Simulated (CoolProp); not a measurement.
Vapour-liquid equilibrium of n-butane (1) + acetone (2) at 0.345 MPa; x and y are mole fractions of (1).

The numbers come from the multi-fluid Helmholtz-energy mixture model, Bücker 2006 and Lemmon 2006; pair parameters Bell 2016 in CoolProp.

```
x     bubble temperature, mixture model (K)  bubble temperature, Raoult's law (K)  y, mixture model  y, Raoult's law
----  -------------------------------------  ------------------------------------  ----------------  ---------------
0.05                                  354.6                                 364.4             0.356            0.186
0.15                                  334.2                                 354.3             0.675            0.451
0.25                                  324.0                                 345.8             0.783            0.623
0.35                                  319.1                                 338.7             0.827            0.739
0.45                                  316.5                                 332.5             0.850            0.820
0.55                                  315.0                                 327.2             0.865            0.877
0.65                                  313.8                                 322.5             0.878            0.919
0.75                                  312.7                                 318.4             0.894            0.950
0.85                                  311.5                                 314.7             0.920            0.974
0.95                                  310.3                                 311.4             0.965            0.992
```

The largest gap from Raoult's law is -21.8 K in bubble temperature, at x = 0.25. No azeotrope shows between x = 0.05 and 0.95.

Pair parameters are fitted to limited data, so mixtures are less certain than the pure fluids. With so large a gap from Raoult's law the liquid may split in two, which this calculation doesn't test in full.
